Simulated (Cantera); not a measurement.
## Hydrocarbon pyrolysis for carbon deposition

An isothermal, constant-pressure homogeneous reactor starts with CH4 : N2 : H2O = 1 : 14 : 0.018 (molar parts), at 1650 K and 0.130 bar.

Cantera simulation using GRI-Mech 3.0 (53 species, 325 reactions); the numbers are that mechanism's predictions, not measurements. GRI-Mech 3.0 stops at C3 and has no aromatics, soot or wall deposition, so with more carbon than oxygen in the feed, carbon stays in small species such as C2H2 where larger ones or solid carbon would form.

| t (s) | x CH4 | x HCN | x CH2 | x C2H | x CH3 |
|---|---|---|---|---|---|
| 6.00e-5 | 0.0666 | <1e-12 | 3.11e-11 | <1e-12 | 5.12e-6 |
| 0.000200 | 0.0666 | <1e-12 | 2.70e-10 | <1e-12 | 1.74e-5 |
| 0.000665 | 0.0665 | <1e-12 | 2.57e-9 | <1e-12 | 5.80e-5 |
| 0.00221 | 0.0664 | 5.01e-12 | 2.38e-8 | <1e-12 | 0.000185 |
| 0.00736 | 0.0651 | 2.29e-10 | 1.66e-7 | 1.95e-10 | 0.000513 |
| 0.0245 | 0.0540 | 1.71e-8 | 3.98e-7 | 1.09e-8 | 0.000741 |
| 0.0815 | 0.0329 | 1.46e-7 | 2.24e-7 | 4.23e-8 | 0.000414 |
| 0.271 | 0.0142 | 5.27e-7 | 1.18e-7 | 7.17e-8 | 0.000191 |
| 0.903 | 0.00413 | 1.26e-6 | 4.71e-8 | 9.72e-8 | 6.38e-5 |
| 3.00 | 0.00115 | 2.15e-6 | 1.56e-8 | 1.09e-7 | 1.91e-5 |
| 10.0 | 0.000452 | 3.24e-6 | 6.27e-9 | 1.10e-7 | 7.60e-6 |
x: mole fraction; the columns are a selection and need not sum to one.

Equilibrium at this temperature and pressure: CH4 6.58e-5, HCN 0.0455, CH2 8.89e-10, C2H 2.81e-8, CH3 1.10e-6 (gas phase only).
